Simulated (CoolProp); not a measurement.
Aqueous potassium acetate as a coolant, at 37 °C, 1 atm.

Values from CoolProp's Melinder's fits for secondary coolants.

| mass % | freezing point (°C) | viscosity (mPa s) | Prandtl number | cp (kJ/(kg K)) | conductivity (W/(m K)) |
|---|---|---|---|---|---|
| 2.2 | -0.8 | 0.727 | 4.82 | 4.097 | 0.618 |
| 5.6 | -2.3 | 0.793 | 5.21 | 3.979 | 0.605 |
| 9 | -4.0 | 0.867 | 5.65 | 3.866 | 0.593 |
| 12.5 | -6.0 | 0.950 | 6.15 | 3.757 | 0.581 |
| 15.9 | -8.1 | 1.04 | 6.68 | 3.655 | 0.569 |
| 19.3 | -10.6 | 1.14 | 7.27 | 3.557 | 0.558 |
| 22.7 | -13.7 | 1.25 | 7.93 | 3.462 | 0.546 |
| 26.2 | -17.7 | 1.39 | 8.73 | 3.367 | 0.535 |
| 29.6 | -22.5 | 1.54 | 9.65 | 3.276 | 0.523 |
| 33 | -28.2 | 1.73 | 10.8 | 3.187 | 0.512 |
| 36.4 | -34.7 | 1.96 | 12.1 | 3.098 | 0.500 |
